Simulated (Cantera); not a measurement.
Reactions in the system C-Na-O

Standard-state values (1 bar) from the NASA 1993 polynomials, evaluated with Cantera. Values are per mole of reaction as written; species without (g) are pure solids or liquids, kept so even where they would boil at 1 bar.

C + 2 Na2CO3 → 4 Na + 3 CO2(g)

```json
[
 {"T (K)": "500", "ΔH° (kJ)": "1088.0", "ΔS° (J/K)": "583.3", "ΔG° (kJ)": "796.4", "log10 K": "-83.20", "condensed phases": "C(graphite), Na2CO3(s), Na(l)"},
 {"T (K)": "600", "ΔH° (kJ)": "1081.9", "ΔS° (J/K)": "572.2", "ΔG° (kJ)": "738.6", "log10 K": "-64.30", "condensed phases": "C(graphite), Na2CO3(s), Na(l)"},
 {"T (K)": "700", "ΔH° (kJ)": "1071.5", "ΔS° (J/K)": "556.2", "ΔG° (kJ)": "682.1", "log10 K": "-50.90", "condensed phases": "C(graphite), Na2CO3(s), Na(l)"},
 {"T (K)": "800", "ΔH° (kJ)": "1063.3", "ΔS° (J/K)": "545.2", "ΔG° (kJ)": "627.2", "log10 K": "-40.95", "condensed phases": "C(graphite), Na2CO3(s), Na(l)"},
 {"T (K)": "900", "ΔH° (kJ)": "1056.5", "ΔS° (J/K)": "537.2", "ΔG° (kJ)": "573.1", "log10 K": "-33.26", "condensed phases": "C(graphite), Na2CO3(s), Na(l)"},
 {"T (K)": "1000", "ΔH° (kJ)": "1047.5", "ΔS° (J/K)": "527.7", "ΔG° (kJ)": "519.8", "log10 K": "-27.15", "condensed phases": "C(graphite), Na2CO3(s), Na(l)"},
 {"T (K)": "1100", "ΔH° (kJ)": "1036.2", "ΔS° (J/K)": "516.9", "ΔG° (kJ)": "467.6", "log10 K": "-22.20", "condensed phases": "C(graphite), Na2CO3(s), Na(l)"},
 {"T (K)": "1200", "ΔH° (kJ)": "964.9", "ΔS° (J/K)": "453.7", "ΔG° (kJ)": "420.5", "log10 K": "-18.30", "condensed phases": "C(graphite), Na2CO3(l), Na(l)"},
 {"T (K)": "1300", "ΔH° (kJ)": "953.5", "ΔS° (J/K)": "444.6", "ΔG° (kJ)": "375.6", "log10 K": "-15.09", "condensed phases": "C(graphite), Na2CO3(l), Na(l)"},
 {"T (K)": "1400", "ΔH° (kJ)": "942.6", "ΔS° (J/K)": "436.5", "ΔG° (kJ)": "331.5", "log10 K": "-12.37", "condensed phases": "C(graphite), Na2CO3(l), Na(l)"}
]
```
